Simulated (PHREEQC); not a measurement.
Acid mine or pickling water: an equilibrium model

Synthetic water in mmol/kgw, 25 °C, pH 3.18, pe 11.9:

```csv
constituent,mmol/kgw
Na,8.81
K,1.33
Ca,10
Mg,12.6
Cl,9.47
S(6),24.8
Al,0.139
```

Valence states are taken as typed.

Model: ion-association model, phreeqc.dat, run in PHREEQC.

No solid was allowed to form.

### Question
Predict the ionic strength.

### Answer
ionic strength 0.0701 mol/kgw.

### Question
In which forms is Al present?

### Answer
AlSO4+ 72 %, Al(SO4)2- 15 %, Al+3 13 % of the Al.
